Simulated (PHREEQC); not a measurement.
**Metal-bearing waste water: speciation**

Consider water at 25 °C with 1.4 mmol/kgw NiSO4, 0.06 mmol/kgw NaH2PO4 and 7.5 mmol/kgw NaCl. Closed to the air; pH follows from the charge balance.

All values are PHREEQC results (ion-association model, wateq4f.dat), not measurements.

No solid was allowed to form.

What pH does the model give?

pH 5.68.

In which forms is S present?

SO4-2 89 %, NiSO4 8.8 %, NaSO4- 2.1 % of the S.

H3PO4, which wateq4f.dat lacks, is added to it with the constant of phreeqc.dat. The database has no phosphate complexes of Ni.
